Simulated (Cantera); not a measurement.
## Equilibrium for silicon carbide growth: CH3SiCl3 + HCl + H2 + CH4

Input: 1 mol CH3SiCl3, 0.31 mol HCl, 2.8 mol H2, 0.088 mol CH4, held at 100000 Pa.

Equilibrium computed with Cantera from the NASA thermochemical tables; the gas is ideal and each condensed phase is pure. Candidate condensed phases: C, C6H6, C7H8, C8H18, Si, SiC; 109 gas species. The feed counts by its element totals alone. The tables' values for SiCl3, SiCl are old estimates; treat these amounts as uncertain. Gases not in the tables: Si2H6 and higher silanes. Rates play no part.

```json
[
 {"T (K)": "1898", "x H2": "0.525", "x HCl": "0.429", "x SiCl2": "0.0350", "x H": "0.000567", "x Cl": "0.000349", "x C2H2 (acetylene)": "0.000198", "n C(graphite)": "0.363", "n SiC(s)": "0.721"},
 {"T (K)": "1973", "x H2": "0.528", "x HCl": "0.421", "x SiCl2": "0.0413", "x H": "0.000980", "x Cl": "0.000585", "x C2H2 (acetylene)": "0.000338", "n C(graphite)": "0.389", "n SiC(s)": "0.693"},
 {"T (K)": "2048", "x H2": "0.530", "x HCl": "0.413", "x SiCl2": "0.0474", "x H": "0.00163", "x Cl": "0.000939", "x C2H2 (acetylene)": "0.000556", "n C(graphite)": "0.417", "n SiC(s)": "0.663"},
 {"T (K)": "2123", "x H2": "0.533", "x HCl": "0.403", "x SiCl2": "0.0534", "x H": "0.00262", "x Cl": "0.00145", "x C2H2 (acetylene)": "0.000883", "n C(graphite)": "0.445", "n SiC(s)": "0.631"},
 {"T (K)": "2198", "x H2": "0.536", "x HCl": "0.392", "x SiCl2": "0.0592", "x H": "0.00408", "x Cl": "0.00217", "x C2H2 (acetylene)": "0.00136", "n C(graphite)": "0.472", "n SiC(s)": "0.599"},
 {"T (K)": "2273", "x H2": "0.538", "x HCl": "0.381", "x SiCl2": "0.0646", "x H": "0.00616", "x Cl": "0.00315", "x C2H2 (acetylene)": "0.00203", "n C(graphite)": "0.495", "n SiC(s)": "0.566"},
 {"T (K)": "2348", "x H2": "0.540", "x HCl": "0.370", "x SiCl2": "0.0696", "x H": "0.00907", "x Cl": "0.00445", "x C2H2 (acetylene)": "0.00295", "n C(graphite)": "0.516", "n SiC(s)": "0.533"},
 {"T (K)": "2423", "x H2": "0.540", "x HCl": "0.358", "x SiCl2": "0.0741", "x H": "0.0130", "x Cl": "0.00615", "x C2H2 (acetylene)": "0.00418", "n C(graphite)": "0.534", "n SiC(s)": "0.498"},
 {"T (K)": "2498", "x H2": "0.538", "x HCl": "0.345", "x SiCl2": "0.0781", "x H": "0.0183", "x Cl": "0.00830", "x C2H2 (acetylene)": "0.00577", "n C(graphite)": "0.548", "n SiC(s)": "0.460"},
 {"T (K)": "2573", "x H2": "0.533", "x HCl": "0.332", "x SiCl2": "0.0813", "x H": "0.0251", "x Cl": "0.0110", "x C2H2 (acetylene)": "0.00778", "n C(graphite)": "0.559", "n SiC(s)": "0.414"},
 {"T (K)": "2648", "x H2": "0.525", "x HCl": "0.317", "x SiCl2": "0.0837", "x H": "0.0337", "x Cl": "0.0142", "x C2H2 (acetylene)": "0.0102", "n C(graphite)": "0.571", "n SiC(s)": "0.351"}
]
```
x: gas mole fraction; n: condensed amount in mol.

From 1898 K to 2648 K the condensed part is C(graphite) + SiC(s). The main Si-bearing gas is SiCl2 throughout. The share of Si in condensed phases is highest at 1898 K (72.1 %) and lowest at 2648 K (35.1 %).
